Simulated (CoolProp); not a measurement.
The numbers come from the reference Helmholtz-energy equation of state, Wagner 2002 in CoolProp.

### Question
For water, give the phase and the viscosity (µPa s) at 470.25 °C and 0.316 MPa; 470.25 °C and 0.464 MPa.

### Answer
- 470.25 °C and 0.316 MPa: gas; viscosity 27.3
- 470.25 °C and 0.464 MPa: gas; viscosity 27.3

Viscosity comes from a separate model (Huber 2009).
